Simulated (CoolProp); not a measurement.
A simple Rankine cycle with propane: condensing at 317.15 K, boiler at 3.24 MPa, turbine inlet 395 K, turbine efficiency 0.7, pump efficiency 0.8, no recuperator. Each further row changes one setting.

Model: reference Helmholtz-energy equation of state, Lemmon 2009, in CoolProp.

```csv
case,thermal efficiency (%),net work (kJ/kg),heat in (kJ/kg),turbine exit temperature (K),volume ratio over the turbine
as stated,6.1,26.1,429,364.2,2.28
turbine inlet 415 K,6.1,29.3,481,386.2,2.23
condensing temperature 309.15 K,7.3,33.0,452,358.0,2.75
boiler pressure 2.27 MPa,3.5,16.0,454,380.1,1.53
turbine efficiency 0.6,5.1,21.7,429,366.2,2.30
```
